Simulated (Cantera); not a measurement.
Input: 1 mol Si3N4, a varied amount of N2O, 8.2 mol N2, 0.61 mol CO2, held at 1823 K and 0.00140 bar.

Equilibrium computed with Cantera from the NASA thermochemical tables; the gas is ideal and each condensed phase is pure. Candidate condensed phases: C, Si, SiC, SiO2, Si2N2O, Si3N4; 34 gas species. Mutual solubility and eutectic melting of coexisting phases are not modelled. The tables hold silica as quartz up to 1696 K and as liquid above; real silica turns to tridymite and cristobalite and melts near 1996 K. Rates play no part.

Task: Which condensed phases are stable at each of these points (n(N2O) (mol)): 0.33, 0.69, 1.1, 1.4, 1.8, 2.1, 2.5, 2.9, 3.2, 3.6?

Result: 
```tsv
n(N2O) (mol)	condensed phases	Si condensed (%)
0.33	Si(l) + SiC(s)	52.5
0.69	Si(l) + SiC(s)	41.7
1.1	Si(l) + SiC(s)	29.4
1.4	Si(l) + SiC(s)	20.4
1.8	SiC(s)	9.0
2.1	SiC(s)	4.1
2.5	SiO2(condensed)	3.6
2.9	SiO2(condensed)	16.9
3.2	SiO2(condensed)	26.9
3.6	SiO2(condensed)	40.2
```

From 0.33 mol N2O to 1.4 mol N2O the condensed part is Si(l) + SiC(s). From 1.8 mol N2O to 2.1 mol N2O the condensed part is SiC(s). From 2.5 mol N2O to 3.6 mol N2O the condensed part is SiO2(condensed).
